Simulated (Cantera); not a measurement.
Feed: 1 mol SiCl₄, 2.7 mol N₂, a varied amount of NH₃, equilibrated at 100000 Pa.

These are equilibrium values from Cantera (NASA tables, ideal gas, pure condensed phases), not measurements of a reactor. Candidate condensed phases: NH₄Cl, Si, Si₃N₄; 28 gas species. The tables' values for SiCl₃ are old estimates. The numbers say what is thermodynamically allowed, not how fast it happens.

Stable condensed phases, one row left out:

```
T in K \ n(NH₃) in mol
         0.12 0.28 0.64  1.4  3.3  7.4   17   38
   1900     A    A    A    A    B    B    B    B
   1875     A    A    A    A    B    B    B    B
   1850     A    A    A    A    B    B    B    B
   1800     A    A    A    B    B    B    B    B
   1775     A    A    A    B    B    B    B    B
   1750     A    A    A    B    B    B    B    B
   1725     A    A    B    B    B    B    B    B
   1700     A    A    B    B    B    B    B    B
   1675     A    A    B    B    B    B    B    B
```

A: gas only; B: Si₃N₄.

Problem. Give the row for 1825 K.

Solution. 0.12: gas only; 0.28: gas only; 0.64: gas only; 1.4: Si₃N₄; 3.3: Si₃N₄; 7.4: Si₃N₄; 17: Si₃N₄; 38: Si₃N₄.
